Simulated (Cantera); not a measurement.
A closed system holds: 1 mol C2H6, 0.034 mol NH3, 0.21 mol N2, at 1.90 mbar.

Cantera equilibrium calculation (NASA polynomials, part measured and part estimated; ideal gas, pure solids and liquids). Candidate condensed phases: C, C6H6, C7H8, C8H18; 110 gas species. Ions and electrons are included (thermal ionisation). Kinetics and transport are ignored.

Problem. At 3227 °C, list the 7 most abundant gas species with their mole fractions, and the condensed phases.

Solution. H 0.769, C 0.158, N2 0.0218, C2 0.0175, C3 0.0158, CN 0.0130, H2 0.00322. Condensed: gas only.
